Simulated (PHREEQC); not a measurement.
Solution (25 °C): 0.0026 mol PbCl2 and 0.00012 mol HF per kg of water. It is in equilibrium with CO2 at log p = 0 (atm). Otherwise closed; pH follows from the charge balance.

Computed with PHREEQC (ion-association model, wateq4f.dat).

No solid was allowed to form.

Task: Order these F species by the share of F that they hold, largest first: HF, PbF+, F-.

Result: F- (74 %), HF (24 %), PbF+ (2.0 %)

Task: Order these Pb species by the share of Pb that they hold, largest first: PbHCO3+, PbCl+, Pb+2.

Result: Pb+2 (85 %), PbCl+ (12 %), PbHCO3+ (3.4 %)

The pH is 3.63 and the ionic strength 0.00726 mol/kgw. Saturation is exceeded, for instance for Matlockite; the values hold only as long as no solid forms. Complexes and solids missing from the database can't appear.
